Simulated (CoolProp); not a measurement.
Vapour pressure (MPa) of toluene: the reference equation beside estimates from Tc = 591.7 K, pc = 4.126 MPa, ω = 0.266. Clausius-Clapeyron is anchored at 522.1 K with a constant enthalpy of vaporisation of 21.63 kJ/mol.

Computed with CoolProp (reference Helmholtz-energy equation of state, Lemmon 2006). It is a short technical equation, of lower accuracy than the large ones.

```csv
T (K),reference,Clausius-Clapeyron,van der Waals,Redlich-Kwong,Soave-Redlich-Kwong,Peng-Robinson
465.8,0.6569,0.9016,1.467,0.9035,0.6658,0.6576
473.8,0.7588,0.9907,1.588,1.021,0.7703,0.7605
481.9,0.8736,1.086,1.717,1.150,0.8882,0.8766
489.9,0.9992,1.187,1.850,1.288,1.017,1.004
498,1.140,1.294,1.991,1.440,1.162,1.146
506,1.293,1.405,2.137,1.600,1.319,1.301
514,1.460,1.522,2.290,1.772,1.491,1.472
522.1,1.646,1.646,2.451,1.959,1.681,1.661
530.1,1.847,1.775,2.617,2.156,1.886,1.864
538.2,2.069,1.911,2.792,2.368,2.112,2.089
546.2,2.307,2.051,2.971,2.591,2.353,2.331
554.3,2.570,2.199,3.160,2.831,2.617,2.596
562.3,2.853,2.351,3.354,3.081,2.899,2.879
570.4,3.164,2.510,3.556,3.349,3.206,3.189
```

Absolute difference from the reference over all 14 rows, mean and median: Clausius-Clapeyron 15.2 and 14.0 %, van der Waals 58.4 and 52.9 %, Redlich-Kwong 20.8 and 20.2 %, Soave-Redlich-Kwong 1.8 and 1.9 %, Peng-Robinson 0.7 and 0.8 %.
